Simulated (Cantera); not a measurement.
Mixture: CH4 : O2 : N2 = 1 : 4.26 : 16 (molar parts), equivalence ratio 0.47, at 22.0 bar, adiabatic and at constant pressure. Ignition delay is the time to a rise of 400 K.

Computed with Cantera and GRI-Mech 3.0 (53 species, 325 reactions). The pressure lies above the range GRI-Mech 3.0 was tuned for (to about 10 atm).

**Question.** Predict: delay at 1223 K; delay at 1323 K; delay at 1423 K; delay at 1523 K; delay at 1623 K; delay at 1723 K; apparent activation energy between 1523 and 1723 K.

**Answer.** 
| Property | Value |
|---|---|
| delay at 1223 K | 1.20 ms |
| delay at 1323 K | 0.392 ms |
| delay at 1423 K | 0.147 ms |
| delay at 1523 K | 60.7 µs |
| delay at 1623 K | 27.4 µs |
| delay at 1723 K | 13.4 µs |
| apparent activation energy between 1523 and 1723 K | 170 kJ/mol |
